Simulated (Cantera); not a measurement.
An adiabatic, constant-volume homogeneous reactor starts with CH4 : O2 : N2 = 1 : 4 : 15 (molar parts), equivalence ratio 0.50, at 1000 K and 300000 Pa.

Model: GRI-Mech 3.0 (53 species, 325 reactions), integrated in Cantera.

Problem. Predict: time of steepest temperature rise; temperature at 4.00 s; equilibrium temperature; x(O2) at 4.00 s; x(H2O2) at 4.00 s; x(CO2) at 4.00 s; x(H2) at 4.00 s.

Solution. 
| Quantity | Result |
|---|---|
| time of steepest temperature rise | 0.236 s |
| temperature at 4.00 s | 2297 K |
| equilibrium temperature | 2297 K |
| x(O2) at 4.00 s | 0.0940 (gas-phase equilibrium 0.0940) |
| x(H2O2) at 4.00 s | 3.46e-7 (gas-phase equilibrium 3.46e-7) |
| x(CO2) at 4.00 s | 0.0492 (gas-phase equilibrium 0.0492) |
| x(H2) at 4.00 s | 0.000249 (gas-phase equilibrium 0.000249) |
